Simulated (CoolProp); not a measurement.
Vapour-liquid equilibrium of propane (1) + cyclopropane (2) at 1.12 MPa; x and y are mole fractions of (1).

Model: multi-fluid Helmholtz-energy mixture model, Lemmon 2009 and Polt 1992; pair parameters Bell 2016, in CoolProp. This equation is an older, rougher fit; its heat capacities, sound speeds and derivatives of the liquid may be far off and weren't checked against measurements.

### Question
Give the bubble temperature and the first vapour's composition at x = 0.15, 0.65, 0.75. Is there an azeotrope?

### Answer
x = 0.15: 39.0 °C, y = 0.197; x = 0.65: 32.8 °C, y = 0.685; x = 0.75: 32.1 °C, y = 0.770. No azeotrope shows between x = 0.05 and 0.95.

Pair parameters are fitted to limited data, so mixtures are less certain than the pure fluids.
